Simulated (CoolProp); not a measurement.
Vapour-liquid equilibrium of diethyl ether (1) + n-hexane (2) at 58.65 °C; x and y are mole fractions of (1).

Computed with CoolProp (multi-fluid Helmholtz-energy mixture model, Thol 2014 and Thol 2019; pair parameters Bell 2016).

```tsv
x	bubble pressure, mixture model (MPa)	bubble pressure, Raoult's law (MPa)	y, mixture model	y, Raoult's law
0.05	…	0.08051	…	0.138
0.2	0.1092	0.1029	…	0.432
0.35	0.1320	0.1254	…	0.621
0.5	0.1532	0.1478	0.735	0.753
0.65	0.1738	0.1703	0.829	0.850
0.8	0.1945	0.1927	…	0.924
0.95	…	0.2151	…	0.983
```

Question: What belongs in the gaps?

Answer: 
- 0.05, bubble pressure, mixture model (MPa): 0.08295
- 0.05, y, mixture model: 0.158
- 0.2, y, mixture model: 0.447
- 0.35, y, mixture model: 0.615
- 0.8, y, mixture model: 0.909
- 0.95, bubble pressure, mixture model (MPa): 0.2155
- 0.95, y, mixture model: 0.979

The largest gap from Raoult's law is +6.1 % in bubble pressure, at x = 0.2. No azeotrope shows between x = 0.05 and 0.95.

The pair parameters rest on a limited set of measurements; away from them the model extrapolates.
